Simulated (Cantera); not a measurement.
Input (Python, Cantera) and output of one run.

```python
import numpy as np
import cantera as ct

gas_names = """
    H HNO HNO2 HNO3 HO2 H2 H2O H2O2 N NH NH2 NH3 NH2OH NO NO2 NO3 N2 N2H2 N2H4 N2O O OH O2 O3 Si SiH
    SiH2 SiH3 SiH4 SiN SiO SiO2 Si2 Si2N Si3
""".split()
cond_names = """
    H2O(s) H2O(L) Si(cr) Si(L) SiO2(Lqz) SiO2(hqz) SiO2(L) Si2N2O(s) Si3N4(a)
""".split()


# ... load() reads the species with a 1 bar reference pressure and builds the phases ...
atoms = {
    'SiH4': {'Si': 1, 'H': 4},
    'N2O': {'N': 2, 'O': 1},
    'N2': {'N': 2},
    'O2': {'O': 2},
}
top_T = {'Si2N2O(s)': 2100, 'Si3N4(a)': 2400}  # K; cautious upper limits of use, not melting points


# ... equilibrate(T, P, feed) seeds the gas with the atoms and calls Mixture.equilibrate('TP', solver="vcs", rtol=1e-11, max_steps=5000) ...
results = []
feed = {'SiH4': 1, 'N2O': 42, 'N2': 97, 'O2': 9.4}  # mol
T = 1300  # K
P = 14  # Pa
mix = equilibrate(T, P, feed)
results.append((T, P, feed, dict(zip(mix.species_names, mix.species_moles))))
print(gas.report(threshold=1e-06))
for i in range(1, mix.n_phases):
    print(f"{mix.phase(i).name:16s} {mix.phase_moles(i):12.5e} mol")
```

Output:

```
       temperature   1300 K
          pressure   14 Pa
           density   3.6997e-05 kg/m^3
  mean mol. weight   28.564 kg/kmol
   phase of matter   gas

                          1 kg             1 kmol
                     ---------------   ---------------
          enthalpy        1.0176e+06        2.9066e+07  J
   internal energy        6.3918e+05        1.8257e+07  J
           entropy             11125        3.1777e+05  J/K
    Gibbs function       -1.3445e+07       -3.8404e+08  J
 heat capacity c_p            1207.5             34492  J/K
 heat capacity c_v            916.46             26177  J/K

                      mass frac. Y      mole frac. X     chem. pot. / RT
                     ---------------   ---------------   ---------------
               H2O         0.0074362           0.01179           -61.435
                NO        0.00037889        0.00036068           -36.323
                N2           0.80457           0.82035           -34.655
                 O        3.4269e-06        6.1181e-06           -18.995
                OH        1.8643e-05        3.1312e-05           -40.215
                O2           0.18759           0.16746           -37.991
     [  +29 minor]        8.5105e-08        2.9731e-07

Si(cr)            0.00000e+00 mol
SiO2(hqz)         1.00000e+00 mol
Si2N2O(s)         0.00000e+00 mol
Si3N4(a)          0.00000e+00 mol
```

These are equilibrium values from Cantera (NASA tables, ideal gas, pure condensed phases), not measurements of a reactor. The tables hold silica as quartz up to 1696 K and as liquid above; real silica turns to tridymite and cristobalite and melts near 1996 K.
